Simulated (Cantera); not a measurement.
## Ammonia decomposition in nitride growth gas

A perfectly stirred reactor is fed with 79.2 % NH₃, 19.8 % H₂, 0.951 % N₂, at 0.450 bar; it is held at 1850 K, and followed from long to short residence time.

Cantera simulation using the gas-phase N/H chemistry of the illustrative SiF4/NH3 mechanism in the Surface Chemkin manual (1991); the numbers are that mechanism's predictions, not measurements. Walls and surfaces, which speed up NH3 decomposition in real reactors, are not modelled.

| τ (s) | x NH₃ | x H₂ | x N₂ | x H | x N₂H₄ |
|---|---|---|---|---|---|
| 0.93 | 0.224 | 0.611 | 0.165 | 0.000210 | 3.46e-8 |
| 0.58 | 0.300 | 0.556 | 0.144 | 0.000174 | 5.14e-8 |
| 0.36 | 0.387 | 0.492 | 0.120 | 0.000142 | 7.22e-8 |
| 0.22 | 0.479 | 0.425 | 0.0951 | 0.000114 | 9.58e-8 |
| 0.14 | 0.558 | 0.368 | 0.0736 | 9.36e-5 | 1.17e-7 |
| 0.085 | 0.630 | 0.316 | 0.0538 | 7.70e-5 | 1.37e-7 |
| 0.053 | 0.682 | 0.278 | 0.0395 | 6.59e-5 | 1.53e-7 |
| 0.033 | 0.720 | 0.250 | 0.0292 | 5.83e-5 | 1.63e-7 |
| 0.020 | 0.747 | 0.231 | 0.0218 | 5.30e-5 | 1.71e-7 |
| 0.013 | 0.762 | 0.220 | 0.0176 | 4.99e-5 | 1.74e-7 |
| 0.0078 | 0.774 | 0.211 | 0.0143 | 4.73e-5 | 1.75e-7 |
x: mole fraction; the columns are a selection and need not sum to one.
